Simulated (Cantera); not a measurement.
Cantera run:

```python
import numpy as np
import cantera as ct

gas_names = """
    O O2 O3 S SO SO2 SO3 S2 S2O S8
""".split()
cond_names = """
    S(cr1) S(cr2) S(L)
""".split()


# ... load() reads the species with a 1 bar reference pressure and builds the phases ...
atoms = {
    'SO2': {'S': 1, 'O': 2},
}
top_T = {}  # K; cautious upper limits of use, not melting points


# ... equilibrate(T, P, feed) seeds the gas with the atoms and calls Mixture.equilibrate('TP', solver="vcs", rtol=1e-11, max_steps=5000) ...
results = []
feed = {'SO2': 1}  # mol
T = 2775  # K
P = 101325  # Pa
mix = equilibrate(T, P, feed)
results.append((T, P, feed, dict(zip(mix.species_names, mix.species_moles))))
print(gas.report(threshold=1e-05))
for i in range(1, mix.n_phases):
    print(f"{mix.phase(i).name:16s} {mix.phase_moles(i):12.5e} mol")
```

It prints:

```
       temperature   2775 K
          pressure   1.0132e+05 Pa
           density   0.26598 kg/m^3
  mean mol. weight   60.566 kg/kmol
   phase of matter   gas

                          1 kg             1 kmol
                     ---------------   ---------------
          enthalpy       -1.9616e+06       -1.1881e+08  J
   internal energy       -2.3426e+06       -1.4188e+08  J
           entropy            5898.8        3.5726e+05  J/K
    Gibbs function       -1.8331e+07       -1.1102e+09  J
 heat capacity c_p            927.63             56183  J/K
 heat capacity c_v            790.35             47868  J/K

                      mass frac. Y      mole frac. X     chem. pot. / RT
                     ---------------   ---------------   ---------------
                 O         0.0027268          0.010323           -16.538
                O2          0.023589           0.04465           -33.076
                 S         0.0012285         0.0023208           -17.817
                SO          0.074177           0.09348           -34.355
               SO2           0.89749           0.84856           -50.893
               SO3        0.00028539        0.00021591           -67.431
                S2         0.0003745        0.00035374           -35.633
               S2O        0.00013293        0.00010048           -52.171
     [   +2 minor]        5.7874e-09        7.3029e-09

S(L)              0.00000e+00 mol
```

These are equilibrium values from Cantera (NASA tables, ideal gas, pure condensed phases), not measurements of a reactor.
